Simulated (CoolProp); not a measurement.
Saturation properties of isohexane (Tc = 497.7 K, pc = 30.43 bar, ω = 0.280).

Values from CoolProp's reference Helmholtz-energy equation of state, Lemmon 2006. It is a short technical equation, of lower accuracy than the large ones.

```csv
T (K),p (bar),liquid density (kg/m³),vapour density (kg/m³),liquid cp (kJ/(kg K))
240.1,0.01259,700.0,0.05446,1.980
256.2,0.03530,686.0,0.1434,2.046
272.3,0.08579,671.8,0.3293,2.116
288.3,0.1847,657.5,0.6740,2.189
304.4,0.3633,642.7,1.267,2.266
320.4,0.6577,627.7,2.207,2.345
336.5,1.118,612.0,3.634,2.428
352.5,1.794,595.7,5.685,2.514
368.6,2.754,578.5,8.574,2.606
384.6,4.052,560.3,12.50,2.703
400.7,5.777,540.7,17.84,2.811
416.7,7.984,519.4,24.95,2.934
432.8,10.79,495.5,34.63,3.083
```

It boils at 333.4 K under 1 atm.
